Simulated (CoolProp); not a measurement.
Properties of ethane along the isotherm 350.7 K (Tc = 305.3 K, pc = 4.872 MPa, ω = 0.099).

Model: reference Helmholtz-energy equation of state, Bücker 2006, in CoolProp.

```
p (MPa)          phase  density (kg/m³)  cp (kJ/(kg K))  Joule-Thomson coefficient (K/MPa)  isothermal compressibility (1/MPa)
-------  -------------  ---------------  --------------  ---------------------------------  ----------------------------------
1.52               gas            16.87      (withheld)                              7.455                              0.7098
3.05               gas            36.90           2.299                              7.761                              0.3895
4.57               gas            61.30           2.623                              7.985                              0.2939
6.09     supercritical            92.76           3.187                              7.923                              0.2569
7.61     supercritical            135.0      (withheld)                              7.158                              0.2363
9.14     supercritical            187.3           4.944                              5.423                              0.1831
10.7     supercritical            234.5           4.762                              3.615                              0.1084
12.2     supercritical            266.3           4.302                              2.489                             0.06605
13.7     supercritical            288.9           3.953                              1.803                             0.04463
15.2     supercritical            305.9           3.711                              1.359                             0.03282
16.7     supercritical            319.5           3.538                              1.052                             0.02562
18.3     supercritical            331.5           3.402                             0.8158                             0.02061
19.8     supercritical            341.0      (withheld)                             0.6487                             0.01735
21.3     supercritical       (withheld)           3.227                             0.5172                             0.01495
22.8     supercritical            356.7           3.163                             0.4110                             0.01312
24.4     supercritical            363.8           3.107                             0.3182                             0.01159
```

Q: Complete the blanks.

A: 
- 1.52, cp (kJ/(kg K)): 2.098
- 7.61, cp (kJ/(kg K)): 4.125
- 19.8, cp (kJ/(kg K)): 3.304
- 21.3, density (kg/m³): 349.3

The peak of cp marks the crossing from liquid-like to gas-like fluid above the critical point.
